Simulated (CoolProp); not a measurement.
Vapour-liquid equilibrium of R22 (1) + ethanol (2) at 336.5 K; x and y are mole fractions of (1).

Values from CoolProp's multi-fluid Helmholtz-energy mixture model, Kamei 1995 and Schroeder 2014; pair parameters Bell 2016.

```tsv
x	bubble pressure, mixture model (bar)	bubble pressure, Raoult's law (bar)	y, mixture model	y, Raoult's law
0.05	(withheld)	1.819	0.767	0.717
0.125	5.091	3.735	0.896	0.873
0.2	7.837	5.650	0.933	0.923
0.275	10.39	7.566	0.950	0.948
0.35	(withheld)	9.482	0.960	0.963
0.425	14.56	11.40	(withheld)	0.973
0.5	16.14	13.31	0.970	0.980
0.575	17.45	15.23	0.973	0.985
0.65	(withheld)	17.14	(withheld)	0.989
0.725	(withheld)	19.06	0.979	0.992
0.8	20.96	20.98	0.982	0.995
0.875	(withheld)	22.89	0.986	0.997
0.95	24.40	24.81	0.993	0.999
```

Complete the blanks.


- 0.05, bubble pressure, mixture model (bar): 2.315
- 0.35, bubble pressure, mixture model (bar): 12.65
- 0.425, y, mixture model: 0.966
- 0.65, bubble pressure, mixture model (bar): 18.61
- 0.65, y, mixture model: 0.976
- 0.725, bubble pressure, mixture model (bar): 19.73
- 0.875, bubble pressure, mixture model (bar): 22.46

The largest gap from Raoult's law is +38.7 % in bubble pressure, at x = 0.2. No azeotrope shows between x = 0.05 and 0.95.

The pair parameters rest on a limited set of measurements; away from them the model extrapolates. The gap from Raoult's law changes sign with composition, which may be real or a fault of the pair parameters; it wasn't checked against measurements.
